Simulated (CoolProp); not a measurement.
Vapour-liquid equilibrium of dimethyl ether (1) + n-hexane (2) at 28.95 °C; x and y are mole fractions of (1).

Computed with CoolProp (multi-fluid Helmholtz-energy mixture model, Wu 2011 and Thol 2019; pair parameters Bell 2016).

### Question
Give the bubble pressure and the first vapour's composition at x = 0.575, 0.65, 0.8. Is there an azeotrope?

### Answer
x = 0.575: 0.4177 MPa, y = 0.965; x = 0.65: 0.4567 MPa, y = 0.972; x = 0.8: 0.5362 MPa, y = 0.983. No azeotrope shows between x = 0.05 and 0.95.

The pair parameters rest on a limited set of measurements; away from them the model extrapolates.
